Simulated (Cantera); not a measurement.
Input (Python, Cantera):

```python
import numpy as np
import cantera as ct

gas = ct.Solution("h2o2.yaml")
gas.TPX = 625, 190000, {'H2': 1, 'O2': 0.227, 'N2': 1.11}
flame = ct.FreeFlame(gas, width=0.026)
flame.set_refine_criteria(ratio=3, slope=0.08, curve=0.16)
flame.transport_model = "mixture-averaged"
flame.solve(loglevel=0, auto=True)
flame.transport_model = "multicomponent"
flame.soret_enabled = True
flame.solve(loglevel=0, refine_grid=True)
z, T = flame.grid, flame.T
thick = (T[-1] - T[0]) / np.gradient(T, z).max()
show = ['H2', 'O2', 'HO2', 'H', 'H2O', 'OH']
print(f"laminar burning velocity  {flame.velocity[0] * 100:.3f} cm/s")
print(f"burnt temperature         {T[-1]:.1f} K")
print(f"thermal thickness         {thick * 1e3:.4f} mm")
print(f"grid points               {len(z)}")
z0 = z[flame.heat_release_rate.argmax()]
print(f"{'z/mm':>9s}{'T/K':>9s}{'u/(m/s)':>9s}" + "".join(f"{s:>11s}" for s in show))
rows = []
for k in (-3, -2, -1.5, -1, -0.5, -0.25, 0, 0.25, 0.5, 1, 2, 4, 8):
    zz = z0 + k * thick
    rows.append([k * thick, np.interp(zz, z, T), np.interp(zz, z, flame.velocity),
                 *(np.interp(zz, z, flame.X[gas.species_index(s)]) for s in show)])
    print(f"{rows[-1][0] * 1e3:9.3f}{rows[-1][1]:9.1f}{rows[-1][2]:9.3f}" + "".join(f"{x:11.3e}" for x in rows[-1][3:]))
```

Output:

```
laminar burning velocity  763.220 cm/s
burnt temperature         2082.4 K
thermal thickness         0.2072 mm
grid points               128
     z/mm      T/K  u/(m/s)         H2         O2        HO2          H        H2O         OH
   -0.622    625.0    7.632  4.279e-01  9.713e-02  1.589e-11  5.322e-15  1.306e-11  1.348e-16
   -0.414    625.0    7.632  4.279e-01  9.713e-02  1.549e-09  5.904e-12  9.282e-10  5.449e-14
   -0.311    625.0    7.632  4.279e-01  9.714e-02  3.977e-08  6.193e-10  1.960e-08  3.031e-12
   -0.207    625.2    7.629  4.274e-01  9.721e-02  3.283e-06  2.391e-07  1.646e-06  2.000e-09
   -0.104    664.4    7.948  4.131e-01  9.819e-02  3.308e-04  3.803e-04  2.135e-03  9.767e-05
   -0.052    884.0   10.310  3.796e-01  9.104e-02  2.159e-04  6.604e-03  2.330e-02  5.443e-04
    0.000   1235.7   14.174  3.109e-01  6.018e-02  9.790e-05  3.178e-02  8.820e-02  1.510e-03
    0.052   1487.8   16.984  2.445e-01  2.010e-02  3.110e-05  5.745e-02  1.652e-01  2.567e-03
    0.104   1604.4   18.259  2.230e-01  4.709e-03  7.035e-06  6.278e-02  1.959e-01  2.659e-03
    0.207   1708.3   19.345  2.233e-01  4.484e-04  6.678e-07  5.516e-02  2.055e-01  2.689e-03
    0.414   1806.4   20.332  2.314e-01  1.477e-04  2.427e-07  4.243e-02  2.077e-01  2.541e-03
    0.829   1896.7   21.215  2.393e-01  7.826e-05  1.374e-07  2.989e-02  2.097e-01  2.130e-03
    1.658   1969.2   21.906  2.458e-01  3.531e-05  6.863e-08  1.945e-02  2.117e-01  1.575e-03
```

Computed with Cantera and the H2/O2 subset of GRI-Mech 3.0, which has no nitrogen chemistry. Burning velocities carry a grid error of a few per cent, more on coarse grids.
